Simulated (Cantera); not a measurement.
A closed system holds: 1 mol Fe(CO)5, 0.19 mol H2, 1.8 mol CO, held at 1498 K.

Method: chemical equilibrium by Gibbs-energy minimisation in Cantera with the NASA 1993 tables (ideal gas, pure condensed phases). Candidate condensed phases: C, C6H6, C7H8, C8H18, Fe, Fe(CO)5, FeO, Fe(OH)2, Fe(OH)3, Fe2O3, Fe3O4, H2O; 114 gas species. Iron dissolves carbon and melts from about 1420 K in contact with it, which pure phases cannot show. Condensed phases not in the tables: cementite and carbon dissolved in iron. Kinetics and transport are ignored.

### Question
At 1800 Torr, list the 4 most abundant gas species with their mole fractions, and the condensed phases.

### Answer
CO 0.971, H2 0.0271, CO2 0.00153, H2O 0.000110. Condensed: C(graphite) + Fe(γ).
